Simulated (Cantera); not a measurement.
A closed system holds: 1 mol Si2H6, 0.031 mol HCl, 360 mol H2, at 1000 Pa.

These are equilibrium values from Cantera (NASA tables, ideal gas, pure condensed phases), not measurements of a reactor. Candidate condensed phases: Si; 19 gas species. The feed counts by its element totals alone. Gases not in the tables: Si2H6 and higher silanes. Rates play no part.

x: gas mole fraction; n: condensed amount in mol.

```
T (°C)   x H2       x H        x Si    x HCl     x SiH    x SiH2     x Si2  n Si(s)  n Si(l)
------  -----  --------  ----------  -------  --------  --------  --------  -------  -------
625     1.000   1.09e-9      <1e-12  8.53e-5    <1e-12  3.45e-12    <1e-12     2.00        0
700     1.000   1.08e-8      <1e-12  8.54e-5    <1e-12  4.19e-11    <1e-12     2.00        0
775     1.000   7.73e-8      <1e-12  8.54e-5    <1e-12  3.55e-10    <1e-12     2.00        0
850     1.000   4.26e-7  (withheld)  8.54e-5  1.63e-11   2.26e-9    <1e-12     2.00        0
925     1.000   1.90e-6  (withheld)  8.54e-5  1.96e-10   1.14e-8    <1e-12     2.00        0
1000    1.000   7.13e-6  (withheld)  8.54e-5   1.74e-9   4.76e-8    <1e-12     2.00        0
1075    1.000   2.31e-5  (withheld)  8.53e-5   1.21e-8   1.69e-7  7.16e-12     2.00        0
1150    1.000   6.64e-5  (withheld)  8.53e-5   6.85e-8   5.26e-7  1.09e-10     2.00        0
1225    1.000  0.000172  (withheld)  8.53e-5   3.25e-7   1.46e-6   1.27e-9     2.00        0
1300    0.999  0.000406  (withheld)  8.53e-5   1.32e-6   3.67e-6   1.15e-8     2.00        0
1375    0.999  0.000890  (withheld)  8.52e-5   4.74e-6   8.47e-6   8.58e-8     1.99        0
1450    0.998   0.00182  (withheld)  8.50e-5   1.41e-5   1.69e-5   4.66e-7        0     1.95
1525    0.996   0.00351  (withheld)  8.47e-5   3.53e-5   2.94e-5   1.85e-6        0     1.86
```

### Question
What belongs in the gaps?

### Answer

- 850, x Si: 6.44e-12
- 925, x Si: 1.29e-10
- 1000, x Si: 1.80e-9
- 1075, x Si: 1.88e-8
- 1150, x Si: 1.53e-7
- 1225, x Si: 1.00e-6
- 1300, x Si: 5.50e-6
- 1375, x Si: 2.58e-5
- 1450, x Si: 9.83e-5
- 1525, x Si: 0.000308
